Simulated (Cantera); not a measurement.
**Fe + CO2 + CO (metals in furnace atmospheres)**

Feed: 1 mol Fe, 0.029 mol CO2, 11 mol CO, equilibrated at 0.000140 bar.

Method: chemical equilibrium by Gibbs-energy minimisation in Cantera with the NASA 1993 tables (ideal gas, pure condensed phases). Candidate condensed phases: C, Fe, Fe(CO)5, FeO, Fe2O3, Fe3O4; 15 gas species. Kinetics and transport are ignored.

At 1123 K the condensed part is Fe(α). From 1198 K to 1648 K the condensed part is Fe(γ). At 1723 K the condensed part is Fe(δ). From 1798 K to 2023 K nothing is condensed. The main Fe-bearing gas is Fe throughout.

| T (K) | x CO | x Fe | x CO2 | x O | n Fe(α) | n Fe(γ) | n Fe(δ) |
|---|---|---|---|---|---|---|---|
| 1123 | 0.997 | 2.23e-8 | 0.00263 | <1e-12 | 1.00 | 0 | 0 |
| 1198 | 0.997 | 3.31e-7 | 0.00263 | <1e-12 | 0 | 1.000 | 0 |
| 1273 | 0.997 | 3.55e-6 | 0.00263 | <1e-12 | 0 | 1.000 | 0 |
| 1348 | 0.997 | 2.91e-5 | 0.00263 | 2.97e-12 | 0 | 1.000 | 0 |
| 1423 | 0.997 | 0.000190 | 0.00263 | 3.67e-11 | 0 | 0.998 | 0 |
| 1498 | 0.996 | 0.00103 | 0.00263 | 3.53e-10 | 0 | 0.989 | 0 |
| 1573 | 0.993 | 0.00470 | 0.00262 | 2.73e-9 | 0 | 0.948 | 0 |
| 1648 | 0.979 | 0.0186 | 0.00258 | 1.75e-8 | 0 | 0.791 | 0 |
| 1723 | 0.932 | 0.0652 | 0.00245 | 9.55e-8 | 0 | 0 | 0.231 |
| 1798 | 0.914 | 0.0831 | 0.00240 | 4.51e-7 | 0 | 0 | 0 |
| 1873 | 0.914 | 0.0831 | 0.00240 | 1.88e-6 | 0 | 0 | 0 |
| 1948 | 0.914 | 0.0831 | 0.00239 | 7.01e-6 | 0 | 0 | 0 |
| 2023 | 0.914 | 0.0831 | 0.00237 | 2.35e-5 | 0 | 0 | 0 |
x: gas mole fraction; n: condensed amount in mol.
